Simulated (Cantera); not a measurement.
# Equilibrium for roasting and sulfation: MgO + H2S + CO2 + O2

Charge: 1 mol MgO, 0.67 mol H2S, 9.5 mol CO2, 0.18 mol O2, at 100 Torr.

Method: chemical equilibrium by Gibbs-energy minimisation in Cantera with the NASA 1993 tables (ideal gas, pure condensed phases). Candidate condensed phases: C, C6H6, C7H8, C8H18, H2O, H2SO4, Mg, MgCO3, MgO, Mg(OH)2, MgS, MgSO4, S; 130 gas species. Gases not in the tables: S3 to S7. Kinetics and transport are ignored.

At 600 K the condensed part is MgCO3(s). From 700 K to 1700 K the condensed part is MgO(s).

```csv
T (K),x CO2,x CO,x SO2,x H2O,x H2S,x S2,x COS,n MgCO3(s),n MgO(s)
600,0.920,1.00e-5,0.000337,0.0394,0.0332,0.00199,0.00106,1.00,0
700,0.916,0.000142,0.00159,0.0347,0.0301,0.0145,0.00294,0,1.00
800,0.911,0.00154,0.00117,0.0387,0.0258,0.0164,0.00473,0,1.00
900,0.902,0.00750,0.00157,0.0444,0.0193,0.0190,0.00543,0,1.00
1000,0.886,0.0194,0.00371,0.0508,0.0117,0.0220,0.00450,0,1.00
1100,0.865,0.0365,0.00929,0.0551,0.00634,0.0223,0.00319,0,1.00
1200,0.837,0.0595,0.0191,0.0571,0.00332,0.0191,0.00213,0,1.00
1300,0.802,0.0875,0.0323,0.0576,0.00167,0.0134,0.00132,0,1.00
1400,0.767,0.116,0.0460,0.0576,0.000749,0.00705,0.000709,0,1.00
1500,0.742,0.137,0.0559,0.0576,0.000262,0.00232,0.000290,0,1.00
1600,0.732,0.145,0.0597,0.0579,7.06e-5,0.000482,9.06e-5,0,1.000
1700,0.729,0.147,0.0605,0.0583,1.86e-5,9.22e-5,2.74e-5,0,1.000
```
x: gas mole fraction; n: condensed amount in mol.
